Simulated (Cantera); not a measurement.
A closed system holds: 1 mol V, 0.43 mol H₂O, 0.95 mol N₂, equilibrated at 2448.15 K and 35.0 Pa.

Equilibrium computed with Cantera from the NASA thermochemical tables; the gas is ideal and each condensed phase is pure. Candidate condensed phases: H₂O, V, VN, VO, V₂O₃, V₂O₄, V₂O₅; 28 gas species. Rates play no part.

Base state: N₂ 0.354, H 0.228, V 0.224, VO 0.136, H₂ 0.0459, VO₂ 0.0121, O 0.000181, H₂O 5.66e-5 (mole fractions); condensed: gas only.

**Question.** What changes in the equilibrium state with this change: temperature from 2448.15 K to 1875 K?

**Answer.** 
```json
[
 {"species": "N₂", "before": "0.354", "after": "0.681"},
 {"species": "H₂", "before": "0.0459", "after": "0.298"},
 {"species": "H", "before": "0.228", "after": "0.0191"},
 {"species": "V", "before": "0.224", "after": "0.000872"},
 {"species": "VO₂", "before": "0.0121", "after": "4.42e-5"},
 {"species": "VO", "before": "0.136", "after": "0.000699"},
 {"species": "O", "before": "0.000181", "after": "1.29e-8"},
 {"species": "OH", "before": "5.48e-5", "after": "2.66e-7"},
 {"species": "H₂O", "before": "5.66e-5", "after": "5.31e-5"},
 {"species": "V(s), mol", "before": "0", "after": "0.569"},
 {"species": "VO(s), mol", "before": "0", "after": "0.429"}
]
```
Mutual solubility and eutectic melting of coexisting phases are not modelled. VO: taken at fixed stoichiometry. Condensed phases not in the tables: V₂N, N, O or C dissolved in the metal.
